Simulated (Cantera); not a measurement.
Feed: 1 mol Zr, 0.83 mol NH₃, 32 mol H₂, at 101000 Pa.

Cantera equilibrium calculation (NASA polynomials, part measured and part estimated; ideal gas, pure solids and liquids). Candidate condensed phases: Zr, ZrN; 11 gas species. Mutual solubility and eutectic melting of coexisting phases are not modelled. ZrN: taken at fixed stoichiometry. Condensed phases not in the tables: N, O or C dissolved in the metal. The numbers say what is thermodynamically allowed, not how fast it happens. All values below are at 1627 °C.

Base state: H₂ 0.999, H 0.000788 (mole fractions); condensed: Zr(β) + ZrN(s).

Q: What changes in the equilibrium state with this change: Zr replaced by Cr?

A: 
```tsv
species	before	after
H₂	0.999	0.987
N₂	<1e-9	0.0123
H	0.000788	0.000783
Cr	0	0.000345
Zr(β), mol	0.170	0
ZrN(s), mol	0.830	0
Cr(s), mol	0	0.988
```
Further candidate phases: Cr, CrN, Cr₂N.
